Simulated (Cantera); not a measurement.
An isothermal, constant-pressure homogeneous reactor starts with CH4 : CO2 = 1 : 0.71 (molar parts), at 1450 K and 0.133 bar.

Cantera simulation using GRI-Mech 3.0 (53 species, 325 reactions); the numbers are that mechanism's predictions, not measurements.

One state of this run: x CH4 = 0.265; x CO2 = 0.236; x C2H6 = 0.000136; x C2H4 = 0.00267; x H2O2 = <1e-12. x: mole fraction; the columns are a selection and need not sum to one.

Problem. Which value of t (s) does it belong to?
A. 20.0
B. 0.00211
C. 0.000100
D. 4.35

Solution. D, 4.35
